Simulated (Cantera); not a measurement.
A Cantera script and what it prints.

```python
import numpy as np
import cantera as ct

gas_names = """
    N NO NO2 NO3 N2 N2O O O2 O3
""".split()
cond_names = """

""".split()


# ... load() reads the species with a 1 bar reference pressure and builds the phases ...
atoms = {
    'N2O': {'N': 2, 'O': 1},
    'O2': {'O': 2},
    'N2': {'N': 2},
}
top_T = {}  # K; cautious upper limits of use, not melting points


# ... equilibrate(T, P, feed) seeds the gas with the atoms and calls Mixture.equilibrate('TP', solver="vcs", rtol=1e-11, max_steps=5000) ...
results = []
feed = {'N2O': 1, 'O2': 1.2, 'N2': 3.5}  # mol
T = 2675  # K
P = 1700000  # Pa
mix = equilibrate(T, P, feed)
results.append((T, P, feed, dict(zip(mix.species_names, mix.species_moles))))
x = sorted(zip(gas.X, gas.species_names), reverse=True)
print(f"T = {T:g} K  P = {P:g} Pa  gas = {mix.phase_moles(0):.4g} mol")
print("   x: " + "  ".join(f"{s} {v:.3e}" for v, s in x if v > 1e-05))
print("   condensed (mol): " + ("  ".join(f"{mix.phase(i).name} {mix.phase_moles(i):.4g}"
      for i in range(1, mix.n_phases) if mix.phase_moles(i) > 1e-12) or "none"))
```

Result:

```
T = 2675 K  P = 1.7e+06 Pa  gas = 6.212 mol
   x: N2 7.083e-01  O2 2.555e-01  NO 3.204e-02  O 3.979e-03  NO2 1.099e-04
   condensed (mol): none
```

Method: chemical equilibrium by Gibbs-energy minimisation in Cantera with the NASA 1993 tables (ideal gas, pure condensed phases).
